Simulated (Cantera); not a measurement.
A closed system holds: 1 mol C, 0.093 mol NH₃, at 2525 K and 5.00 bar.

Cantera equilibrium calculation (NASA polynomials, part measured and part estimated; ideal gas, pure solids and liquids). Candidate condensed phases: C, C₆H₆, C₇H₈, C₈H₁₈; 92 gas species. Kinetics and transport are ignored.

Base state: H₂ 0.714, N₂ 0.232, HCN 0.0306, H 0.0106, C₂H₂ (acetylene) 0.00858, HNC 0.00369, CH₄ 0.000368, CH₃ 9.75e-5 (mole fractions); condensed: C(graphite).

What changes in the equilibrium state with this change: temperature from 2525 K to 973.15 K?


| species | before | after |
|---|---|---|
| H₂ | 0.714 | 0.527 |
| N₂ | 0.232 | 0.294 |
| CH₄ | 0.000368 | 0.178 |
| H | 0.0106 | <1e-9 |
| HCN | 0.0306 | 1.31e-6 |
| C₂H₂ (acetylene) | 0.00858 | <1e-9 |
| HNC | 0.00369 | 1.59e-9 |
| CH₃ | 9.75e-5 | 2.02e-9 |
| C₄H₂ | 4.26e-5 | <1e-9 |
| CN | 2.72e-5 | <1e-9 |
| C(graphite), mol | 0.990 | 0.972 |

What changes in the equilibrium state with this change: C replaced by C₂H₆?


| species | before | after |
|---|---|---|
| H₂ | 0.714 | 0.957 |
| H | 0.0106 | 0.0123 |
| C₂H₂ (acetylene) | 0.00858 | 0.0115 |
| N₂ | 0.232 | 0.0103 |
| HCN | 0.0306 | 0.00748 |
| C₂N₂ | 2.09e-5 | 9.29e-7 |
| CN | 2.72e-5 | 5.75e-6 |
| C(graphite), mol | 0.990 | 1.90 |
